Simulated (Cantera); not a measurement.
Feed: 1 mol SiH₂Cl₂, 8 mol N₂, equilibrated at 1400 K.

These are equilibrium values from Cantera (NASA tables, ideal gas, pure condensed phases), not measurements of a reactor. Candidate condensed phases: NH₄Cl, Si, Si₃N₄; 28 gas species. N₂ is the only nitrogen source here; it is nearly inert below about 1500 K, so the nitride shown seldom forms there in practice. The tables' values for SiCl₃, SiCl are old estimates; treat these amounts as uncertain. Rates play no part.

log p: log10 of the partial pressure in bar; n: condensed amount in mol.

| P (Pa) | log p N₂ | log p HCl | log p H₂ | log p SiCl₂ | log p SiCl₄ | n Si₃N₄(s) |
|---|---|---|---|---|---|---|
| 5 | -4.40 | -5.44 | -5.48 | -5.49 | -8.86 | 0.120 |
| 21 | -3.78 | -4.69 | -4.94 | -4.96 | -7.39 | 0.159 |
| 85 | ? | ? | ? | ? | ? | ? |
| 350 | -2.56 | -3.33 | -3.88 | -4.10 | -4.85 | 0.233 |
| 1400 | -1.95 | -2.70 | -3.30 | -3.83 | -3.91 | 0.257 |
| 5900 | -1.33 | -2.08 | -2.67 | -3.63 | -3.10 | 0.267 |
| 24000 | ? | ? | ? | ? | ? | 0.269 |
| 100000 | -0.09 | -0.88 | -1.38 | -3.35 | -1.71 | 0.266 |

Problem. What belongs in the gaps?

Solution. 
- 24000, log p N₂: -0.72
- 24000, log p HCl: -1.48
- 24000, log p H₂: -2.03
- 24000, log p SiCl₂: -3.48
- 24000, log p SiCl₄: -2.39
- 85, log p N₂: -3.17
- 85, log p HCl: -4.00
- 85, log p H₂: -4.42
- 85, log p SiCl₂: -4.49
- 85, log p SiCl₄: -6.04
- 85, n Si₃N₄(s): 0.198
